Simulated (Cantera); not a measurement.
Input (Python, Cantera) and output of one run.

```python
import numpy as np
import cantera as ct

gas_names = """
    H H2 H2S Ni NiS S SH S2 S8
""".split()
cond_names = """
    Ni(cr) Ni(L) NiS(b) NiS(a) NiS(L) NiS2(s) NiS2(L) Ni3S2(I) Ni3S2(II) Ni3S2(L) Ni3S4(s) S(cr1) S(cr2)
    S(L)
""".split()


def load(file, names, dense=False):
    # The tables refer to 1 bar. Condensed volumes are neglected.
    table = {s.name: s for s in ct.Species.list_from_file(file)}
    out = []
    for n in names:
        d = dict(table[n].input_data)
        d["thermo"] = dict(d["thermo"], **{"reference-pressure": 1e5})
        if dense:
            d["equation-of-state"] = {"model": "constant-volume", "density": "1e6 g/cm^3"}
        out.append(ct.Species.from_dict(d))
    return out


gas = ct.Solution(thermo="ideal-gas", species=load("nasa_gas.yaml", gas_names))
cond = {s.name: ct.Solution(thermo="fixed-stoichiometry", species=[s], name=s.name)
        for s in load("nasa_condensed.yaml", cond_names, dense=True)}
atoms = {
    'NiS': {'Ni': 1, 'S': 1},
    'H2': {'H': 2},
}
top_T = {'Ni3S4(s)': 620}  # K; cautious upper limits of use, not melting points


def equilibrate(T, P, feed):
    n = {}
    for name, mol in feed.items():
        for a, k in atoms[name].items():
            n[a] = n.get(a, 0.0) + k * mol
    gas.TPX = T, P, n
    mass = sum(n.values()) * gas.mean_molecular_weight
    gas.equilibrate("TP")
    valid = [c for c in cond.values() if c.min_temp <= T <= top_T.get(c.name, c.max_temp)]
    mix = ct.Mixture([(gas, mass / gas.mean_molecular_weight)] + [(c, 0.0) for c in valid])
    mix.T, mix.P = T, P
    mix.equilibrate("TP", solver="vcs", rtol=1e-11, max_steps=5000)
    return mix


results = []
P = 18  # Pa
for T in [1300, 1375, 1450, 1525, 1600, 1675, 1750, 1825, 1900, 1975, 2050, 2125]:
    for m in [0.64, 1.9, 5.9, 18, 54, 160, 490]:
        feed = {'NiS': 1, 'H2': m}  # mol
        mix = equilibrate(T, P, feed)
        results.append((T, P, feed, dict(zip(mix.species_names, mix.species_moles))))

for T, P, feed, n in results:
    print(f"{T:7g} {feed['H2']:10.4g}  " + (" + ".join(c for c in cond_names if n.get(c, 0) > 1e-12) or "gas only"))
```

It prints:

```
   1300       0.64  Ni3S2(L)
   1300        1.9  Ni3S2(L)
   1300        5.9  Ni3S2(L)
   1300         18  Ni3S2(L)
   1300         54  Ni(cr) + Ni3S2(L)
   1300        160  Ni(cr)
   1300        490  Ni(cr)
   1375       0.64  Ni3S2(L)
   1375        1.9  Ni3S2(L)
   1375        5.9  Ni3S2(L)
   1375         18  Ni(cr) + Ni3S2(L)
   1375         54  Ni(cr)
   1375        160  Ni(cr)
   1375        490  Ni(cr)
   1450       0.64  Ni3S2(L)
   1450        1.9  Ni3S2(L)
   1450        5.9  Ni(cr) + Ni3S2(L)
   1450         18  Ni(cr)
   1450         54  Ni(cr)
   1450        160  Ni(cr)
   1450        490  Ni(cr)
   1525       0.64  Ni3S2(L)
   1525        1.9  Ni(cr) + Ni3S2(L)
   1525        5.9  Ni(cr)
   1525         18  Ni(cr)
   1525         54  Ni(cr)
   1525        160  Ni(cr)
   1525        490  Ni(cr)
   1600       0.64  Ni(cr) + Ni3S2(L)
   1600        1.9  Ni(cr)
   1600        5.9  Ni(cr)
   1600         18  Ni(cr)
   1600         54  Ni(cr)
   1600        160  Ni(cr)
   1600        490  gas only
   1675       0.64  Ni(cr)
   1675        1.9  Ni(cr)
   1675        5.9  Ni(cr)
   1675         18  Ni(cr)
   1675         54  Ni(cr)
   1675        160  gas only
   1675        490  gas only
   1750       0.64  Ni(L)
   1750        1.9  Ni(L)
   1750        5.9  Ni(L)
   1750         18  Ni(L)
   1750         54  gas only
   1750        160  gas only
   1750        490  gas only
   1825       0.64  Ni(L)
   1825        1.9  Ni(L)
   1825        5.9  Ni(L)
   1825         18  gas only
   1825         54  gas only
   1825        160  gas only
   1825        490  gas only
   1900       0.64  Ni(L)
   1900        1.9  gas only
   1900        5.9  gas only
   1900         18  gas only
   1900         54  gas only
   1900        160  gas only
   1900        490  gas only
   1975       0.64  gas only
   1975        1.9  gas only
   1975        5.9  gas only
   1975         18  gas only
   1975         54  gas only
   1975        160  gas only
   1975        490  gas only
   2050       0.64  gas only
   2050        1.9  gas only
   2050        5.9  gas only
   2050         18  gas only
   2050         54  gas only
   2050        160  gas only
   2050        490  gas only
   2125       0.64  gas only
   2125        1.9  gas only
   2125        5.9  gas only
   2125         18  gas only
   2125         54  gas only
   2125        160  gas only
   2125        490  gas only
```

These are equilibrium values from Cantera (NASA tables, ideal gas, pure condensed phases), not measurements of a reactor. Metal and sulfide melt together well below either melting point, which pure phases cannot show. Mutual solubility and eutectic melting of coexisting phases are not modelled.
